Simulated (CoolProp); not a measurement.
m-xylene along the isotherm 620 K: density (kg/m³) from the reference equation and from simpler models built on Tc = 616.9 K, pc = 3.535 MPa, ω = 0.326; each cubic takes its own stable root.

Values from CoolProp's reference Helmholtz-energy equation of state, Zhou 2012.

```tsv
p (MPa)	phase	reference
1.1	gas	25.75
2.21	gas	62.27
3.31	gas	134.3
4.42	supercritical	431.2
5.52	supercritical	467.7
6.63	supercritical	489.6
7.73	supercritical	505.6
8.84	supercritical	518.5
```

Q: How far does each simpler model (ideal gas, Redlich-Kwong, Peng-Robinson) lie from the reference over these 8 states: mean and median of the absolute difference, and the worst?

A: 
- ideal gas: mean 56.0 %, median 66.7 %, worst -78.9 % at 620 K and 4.42 MPa
- Redlich-Kwong: mean 12.1 %, median 15.4 %, worst -21.3 % at 620 K and 4.42 MPa
- Peng-Robinson: mean 5.9 %, median 6.3 %, worst -13.9 % at 620 K and 4.42 MPa
